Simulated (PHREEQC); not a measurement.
Dissolve 62 mmol/kgw HF, 5.7 mmol/kgw NaF and 0.034 mmol/kgw H4SiO4 at 25 °C. Closed to the air; pH follows from the charge balance.

Computed with PHREEQC (ion-association model, phreeqc.dat).

Task: The ionic strength comes out as 0.0108 mol/kgw. What activity coefficients do SiF6-2, H+, F-, Na+, HF2- get?

Result: SiF6-2 0.66, H+ 0.91, F- 0.90, Na+ 0.90, HF2- 0.90.

Precipitation was switched off in this run. SiF6-2 is the database's only silicon fluoride.
